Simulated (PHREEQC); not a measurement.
Dissolve 79 mmol/kgw NaH2PO4 and 150 mmol/kgw NiCl2 at 25 °C. Closed to the air; pH follows from the charge balance.

Computed with PHREEQC (ion-association model, wateq4f.dat).

No solid was allowed to form.

### Question
Order these Cl species by the share of Cl that they hold, largest first: NiCl2, NiCl+, Cl-.

### Answer
Cl- (88 %), NiCl+ (6.8 %), NiCl2 (5.5 %)

### Question
Order these Ni species by the share of Ni that they hold, largest first: NiCl+, Ni+2, NiCl2.

### Answer
Ni+2 (81 %), NiCl+ (14 %), NiCl2 (5.5 %)

The pH is 4.37 and the ionic strength 0.464 mol/kgw. Examples of supersaturated solids here: Ni3(PO4)2. Others may be too. Species that the database lacks are ignored. H3PO4, which wateq4f.dat lacks, is added to it with the constant of phreeqc.dat. The database has no phosphate complexes of Ni.
